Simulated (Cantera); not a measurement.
What does this Cantera script print?

```python
import numpy as np
import cantera as ct

gas = ct.Solution("gri30.yaml")
gas.TPX = 1675, 2800000, {'CH4': 1, 'CO': 0.13, 'O2': 1.03, 'N2': 9.4}
reactor = ct.IdealGasConstPressureReactor(gas, energy="on", clone=False)
net = ct.ReactorNet([reactor])
net.rtol, net.atol = 1e-08, 1e-16
show = ['CH4', 'CO', 'O2', 'NO', 'CH2O']
times = np.geomspace(2e-06, 2, 16)

steps = ct.SolutionArray(gas, extra=["t"])
rows = []
print(f"{'t/s':>10s}{'T/K':>9s}{'P/Pa':>11s}" + "".join(f"{s:>11s}" for s in show))
for t in times:
    while net.time < t:
        t_next = net.step()
        steps.append(gas.state, t=t_next)
    rows.append([np.interp(t, steps.t, y) for y in (steps.T, steps.P, *steps(*show).X.T)])
    print(f"{t:10.3e}{rows[-1][0]:9.1f}{rows[-1][1]:11.4g}" + "".join(f"{x:11.3e}" for x in rows[-1][2:]))
rate = np.gradient(steps.T, steps.t)
print("integrator steps:", len(steps.t))
if steps.T.max() > steps.T[0] + 200:
    print(f"time of steepest temperature rise: {steps.t[rate.argmax()]:.4e} s")
gas.TPX = 1675, 2800000, {'CH4': 1, 'CO': 0.13, 'O2': 1.03, 'N2': 9.4}
gas.equilibrate("HP")
print(f"equilibrium (HP): T = {gas.T:.1f} K  " + "  ".join(f"{s} {gas[s].X[0]:.3e}" for s in show))
```

Result:

```
       t/s      T/K       P/Pa        CH4         CO         O2         NO       CH2O
 2.000e-06   1674.8    2.8e+06  8.642e-02  1.124e-02  8.907e-02  4.976e-13  1.110e-05
 5.024e-06   1675.1    2.8e+06  8.618e-02  1.124e-02  8.897e-02  2.747e-12  7.810e-05
 1.262e-05   1678.1    2.8e+06  8.509e-02  1.130e-02  8.844e-02  1.495e-11  3.719e-04
 3.170e-05   1702.4    2.8e+06  7.864e-02  1.265e-02  8.463e-02  1.642e-10  1.354e-03
 7.962e-05   2325.7    2.8e+06  2.118e-03  6.368e-02  2.394e-06  8.340e-06  8.778e-06
 2.000e-04   2314.4    2.8e+06  9.039e-04  7.272e-02  1.568e-07  2.418e-05  2.491e-06
 5.024e-04   2307.6    2.8e+06  1.648e-04  7.780e-02  1.210e-07  4.605e-05  4.153e-07
 1.262e-03   2306.3    2.8e+06  3.854e-07  7.841e-02  1.183e-07  5.274e-05  7.690e-08
 3.170e-03   2306.5    2.8e+06  4.404e-09  7.841e-02  1.186e-07  3.257e-05  7.616e-08
 7.962e-03   2306.6    2.8e+06  4.242e-09  7.841e-02  1.188e-07  1.792e-05  7.617e-08
 2.000e-02   2306.6    2.8e+06  4.207e-09  7.841e-02  1.188e-07  1.236e-05  7.617e-08
 5.024e-02   2306.6    2.8e+06  4.203e-09  7.841e-02  1.188e-07  1.172e-05  7.617e-08
 1.262e-01   2306.6    2.8e+06  4.203e-09  7.841e-02  1.188e-07  1.172e-05  7.617e-08
 3.170e-01   2306.6    2.8e+06  4.203e-09  7.841e-02  1.188e-07  1.172e-05  7.617e-08
 7.962e-01   2306.6    2.8e+06  4.203e-09  7.841e-02  1.188e-07  1.172e-05  7.617e-08
 2.000e+00   2306.6    2.8e+06  4.203e-09  7.841e-02  1.188e-07  1.172e-05  7.617e-08
integrator steps: 1979
time of steepest temperature rise: 5.5986e-05 s
equilibrium (HP): T = 2306.6 K  CH4 4.665e-09  CO 7.841e-02  O2 1.188e-07  NO 1.172e-05  CH2O 7.617e-08
```

Detailed kinetics in Cantera: GRI-Mech 3.0 (53 species, 325 reactions). The pressure lies above the range GRI-Mech 3.0 was tuned for (to about 10 atm).
